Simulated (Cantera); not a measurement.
Cantera run:

```python
import numpy as np
import cantera as ct

gas_names = """
    CL ALCL N
""".split()
cond_names = """
    ALN(s)
""".split()


# ... load() reads the species with a 1 bar reference pressure and builds the phases ...
species = {s.name: s for s in load("nasa_gas.yaml", gas_names) + load("nasa_condensed.yaml", cond_names)}
# Each term lists the table entries of one substance; the one whose range holds T is used.
reactions = {
    'Cl(g) + AlN = AlCl(g) + N(g)':
        [(-1, ['CL']), (-1, ['ALN(s)']), (1, ['ALCL']), (1, ['N'])],
}


def pick(names, T):
    return next(species[n] for n in names if species[n].thermo.min_temp <= T <= species[n].thermo.max_temp)


results = []
for label, terms in reactions.items():
    print(label)
    print("     T/K   dH/kJ  dS/(J/K)   dG/kJ   log10 K")
    for T in [300, 2273, 2298, 2323, 2348, 2373, 2398, 2423, 2448]:
        used = [(nu, pick(names, T)) for nu, names in terms]
        dH = sum(nu * s.thermo.h(T) for nu, s in used) / 1e6
        dS = sum(nu * s.thermo.s(T) for nu, s in used) / 1e3
        dG = dH - T * dS / 1e3
        logK = -dG * 1e6 / (ct.gas_constant * T * np.log(10))
        results.append((label, T, dH, dS, dG, logK, [s.name for _, s in used]))
        print(f"{T:8g} {dH:8.1f} {dS:8.1f} {dG:8.1f} {logK:8.2f}")
```

Result:

```
Cl(g) + AlN = AlCl(g) + N(g)
     T/K   dH/kJ  dS/(J/K)   dG/kJ   log10 K
     300    617.9    195.9    559.1   -97.35
    2273    595.3    177.2    192.5    -4.42
    2298    595.0    177.1    188.1    -4.28
    2323    594.6    176.9    183.7    -4.13
    2348    594.3    176.8    179.2    -3.99
    2373    593.9    176.6    174.8    -3.85
    2398    593.6    176.5    170.4    -3.71
    2423    593.3    176.3    166.0    -3.58
    2448    592.9    176.2    161.6    -3.45
```

Standard-state values (1 bar) from the NASA 1993 polynomials, evaluated with Cantera. Condensed species are held in their standard states even where they would react or evaporate.
